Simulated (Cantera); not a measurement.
A perfectly stirred reactor is fed with CH₄ : C₂H₆ : C₃H₈ : O₂ : N₂ : H₂O = 1 : 0.47 : 0.096 : 2.58 : 9.69 : 0.47 (molar parts), equivalence ratio 1.6, at 3750 Torr; it is adiabatic with a 375 K inlet, and is followed from long to short residence time, starting on the burning branch (τ in s: 0.021, 0.014, 0.0087, 0.0055, 0.0035, 0.0022, 0.0014, 0.0009, 0.00057, 0.00036, 0.00023, 0.00015, 9.3e-05).

Model: GRI-Mech 3.0 (53 species, 325 reactions), integrated in Cantera.

Task: Predict: blow-out, bracketed by the residence times tried; x(CH₄) at τ = 21.0 ms; x(C₂H₆) at τ = 21.0 ms; x(C₃H₈) at τ = 21.0 ms; x(HCO) at τ = 21.0 ms; x(CO₂) at τ = 21.0 ms; x(CH₄) at τ = 1.40 ms; x(C₂H₆) at τ = 1.40 ms; x(C₃H₈) at τ = 1.40 ms; x(HCO) at τ = 1.40 ms; x(CO₂) at τ = 1.40 ms.

Result: 
```json
{
 "blow_out_bracketed_by_the_residence_times_tried": "burning at 0.570 ms, out at 0.360 ms",
 "x(CH₄) at τ = 21.0 ms": "0.00590",
 "x(C₂H₆) at τ = 21.0 ms": "1.11e-5",
 "x(C₃H₈) at τ = 21.0 ms": "3.87e-7",
 "x(HCO) at τ = 21.0 ms": "5.51e-8",
 "x(CO₂) at τ = 21.0 ms": "0.0462",
 "x(CH₄) at τ = 1.40 ms": "0.00955",
 "x(C₂H₆) at τ = 1.40 ms": "0.000133",
 "x(C₃H₈) at τ = 1.40 ms": "6.25e-6",
 "x(HCO) at τ = 1.40 ms": "3.90e-7",
 "x(CO₂) at τ = 1.40 ms": "0.0423"
}
```
